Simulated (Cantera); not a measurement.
Feed: 1 mol SiH2Cl2, 0.27 mol C2H4, 480 mol H2, 0.12 mol CH4, held at 0.00133 bar.

These are equilibrium values from Cantera (NASA tables, ideal gas, pure condensed phases), not measurements of a reactor. Candidate condensed phases: C, C6H6, C7H8, C8H18, Si, SiC; 109 gas species. Mutual solubility and eutectic melting of coexisting phases are not modelled. Gases not in the tables: Si2H6 and higher silanes. Kinetics and transport are ignored.

Q: Which condensed phases are stable at each of these points (T (K)): 1048, 1098, 1148, 1198, 1248, 1298, 1348, 1398, 1448, 1498, 1548, 1598, 1648, 1698?

A: 
```
T (K)  condensed phases  Si condensed (%)
-----  ----------------  ----------------
1048     Si(s) + SiC(s)              98.4
1098     Si(s) + SiC(s)              98.3
1148     Si(s) + SiC(s)              98.2
1198     Si(s) + SiC(s)              98.1
1248     Si(s) + SiC(s)              98.0
1298     Si(s) + SiC(s)              97.9
1348     Si(s) + SiC(s)              97.7
1398     Si(s) + SiC(s)              97.6
1448     Si(s) + SiC(s)              97.4
1498     Si(s) + SiC(s)              96.9
1548     Si(s) + SiC(s)              95.9
1598     Si(s) + SiC(s)              93.2
1648     Si(s) + SiC(s)              86.4
1698     Si(l) + SiC(s)              70.2
```

From 1048 K to 1648 K the condensed part is Si(s) + SiC(s). At 1698 K the condensed part is Si(l) + SiC(s).
